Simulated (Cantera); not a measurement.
A closed system holds: 1 mol CH₃SiH₃, 0.011 mol C₃H₈, 2.3 mol H₂, equilibrated at 1073 K and 1.50 mbar.

Method: chemical equilibrium by Gibbs-energy minimisation in Cantera with the NASA 1993 tables (ideal gas, pure condensed phases). Candidate condensed phases: C, C₆H₆, C₇H₈, C₈H₁₈, Si, SiC; 87 gas species. The feed counts by its element totals alone. Kinetics and transport are ignored.

Base state: H₂ 1.000, CH₄ 6.89e-5 (mole fractions); condensed: C(graphite) + SiC(s).

Question: What changes in the equilibrium state with this change: CH₃SiH₃ replaced by SiH₂Cl₂?

Answer: 
```tsv
species	before	after
H₂	1.000	0.791
HCl	0	0.0916
SiCl₄	0	0.0786
SiCl₂	0	0.0206
SiCl₃	0	0.0101
SiHCl₃	0	0.00832
SiH₂Cl₂	0	0.000103
CH₄	6.89e-5	3.05e-8
C(graphite), mol	0.0326	0
SiC(s), mol	1.00	0.0330
Si(s), mol	0	0.499
```
Mutual solubility and eutectic melting of coexisting phases are not modelled. The tables' values for SiCl₃ are old estimates; treat these amounts as uncertain.
